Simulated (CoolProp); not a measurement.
Vapour-liquid equilibrium of n-octane (1) + p-xylene (2) at 1230 kPa; x and y are mole fractions of (1).

Computed with CoolProp (multi-fluid Helmholtz-energy mixture model, Beckmüller 2019 and Zhou 2012; pair parameters Bell 2016).

```json
[
 {"x": "0.05", "bubble temperature (°C)": "262.6", "y at the bubble point": "0.065", "dew temperature at overall composition x (°C)": "263.0", "liquid density (mol/L)": "5.554"},
 {"x": "0.15", "bubble temperature (°C)": "259.8", "y at the bubble point": "0.185", "dew temperature at overall composition x (°C)": "260.6", "liquid density (mol/L)": "5.362"},
 {"x": "0.25", "bubble temperature (°C)": "257.5", "y at the bubble point": "0.294", "dew temperature at overall composition x (°C)": "258.4", "liquid density (mol/L)": "5.177"},
 {"x": "0.35", "bubble temperature (°C)": "255.4", "y at the bubble point": "0.396", "dew temperature at overall composition x (°C)": "256.3", "liquid density (mol/L)": "5.001"},
 {"x": "0.45", "bubble temperature (°C)": "253.7", "y at the bubble point": "0.493", "dew temperature at overall composition x (°C)": "254.4", "liquid density (mol/L)": "4.832"},
 {"x": "0.55", "bubble temperature (°C)": "252.1", "y at the bubble point": "0.587", "dew temperature at overall composition x (°C)": "252.7", "liquid density (mol/L)": "4.670"},
 {"x": "0.65", "bubble temperature (°C)": "250.8", "y at the bubble point": "0.680", "dew temperature at overall composition x (°C)": "251.2", "liquid density (mol/L)": "4.517"},
 {"x": "0.75", "bubble temperature (°C)": "249.6", "y at the bubble point": "0.771", "dew temperature at overall composition x (°C)": "249.8", "liquid density (mol/L)": "4.370"},
 {"x": "0.85", "bubble temperature (°C)": "248.5", "y at the bubble point": "0.862", "dew temperature at overall composition x (°C)": "248.6", "liquid density (mol/L)": "4.230"},
 {"x": "0.95", "bubble temperature (°C)": "247.5", "y at the bubble point": "0.954", "dew temperature at overall composition x (°C)": "247.6", "liquid density (mol/L)": "4.096"}
]
```

No azeotrope shows between x = 0.05 and 0.95.

Pair parameters are fitted to limited data, so mixtures are less certain than the pure fluids.
